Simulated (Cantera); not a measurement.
A perfectly stirred reactor is fed with CH4 : H2 : N2 = 0.018 : 1 : 0.00053 (molar parts), at 1900 Pa; it is held at 1700 K, and followed from long to short residence time.

Detailed kinetics in Cantera: GRI-Mech 3.0 (53 species, 325 reactions). GRI-Mech 3.0 stops at C3 and has no aromatics, soot or wall deposition, so with more carbon than oxygen in the feed, carbon stays in small species such as C2H2 where larger ones or solid carbon would form. Radical loss at walls, strong at low pressure, is not modelled.

Task: What does this change do: pressure from 1900 Pa to 5000 Pa?

Result: 
| quantity | before | after |
|---|---|---|
| x(CH4) at τ = 3.00 s | 0.00770 | 0.00702 |
| x(H2) at τ = 3.00 s | 0.986 | 0.987 |
| x(H) at τ = 3.00 s | 0.000962 | 0.000631 |
| x(C2H2) at τ = 3.00 s | 0.00481 | 0.00517 |
| x(CH3) at τ = 3.00 s | 0.000152 | 9.10e-5 |
| x(CH4) at τ = 44.0 ms | 0.0174 | 0.0170 |
| x(H2) at τ = 44.0 ms | 0.981 | 0.982 |
| x(H) at τ = 44.0 ms | 0.000383 | 0.000470 |
| x(C2H2) at τ = 44.0 ms | 5.12e-5 | 0.000236 |
| x(CH3) at τ = 44.0 ms | 0.000138 | 0.000165 |

Task: What does this change do: CH4 0.018 to 0.0056 parts?

Result: 
```csv
quantity,before,after
x(CH4) at τ = 3.00 s,0.00770,0.00349
x(H2) at τ = 3.00 s,0.986,0.994
x(H) at τ = 3.00 s,0.000962,0.000970
x(C2H2) at τ = 3.00 s,0.00481,0.000992
x(CH3) at τ = 3.00 s,0.000152,6.91e-5
x(CH4) at τ = 44.0 ms,0.0174,0.00554
x(H2) at τ = 44.0 ms,0.981,0.994
x(H) at τ = 44.0 ms,0.000383,0.000168
x(C2H2) at τ = 44.0 ms,5.12e-5,8.73e-7
x(CH3) at τ = 44.0 ms,0.000138,1.91e-5
```

Task: What does this change do: temperature 1700 to 1675 K?

Result: 
```
quantity                  before     after
----------------------  --------  --------
x(CH4) at τ = 3.00 s     0.00770   0.00907
x(H2) at τ = 3.00 s        0.986     0.985
x(H) at τ = 3.00 s      0.000962  0.000756
x(C2H2) at τ = 3.00 s    0.00481   0.00414
x(CH3) at τ = 3.00 s    0.000152  0.000141
x(CH4) at τ = 44.0 ms     0.0174    0.0175
x(H2) at τ = 44.0 ms       0.981     0.982
x(H) at τ = 44.0 ms     0.000383  0.000270
x(C2H2) at τ = 44.0 ms   5.12e-5   2.38e-5
x(CH3) at τ = 44.0 ms   0.000138   9.77e-5
```
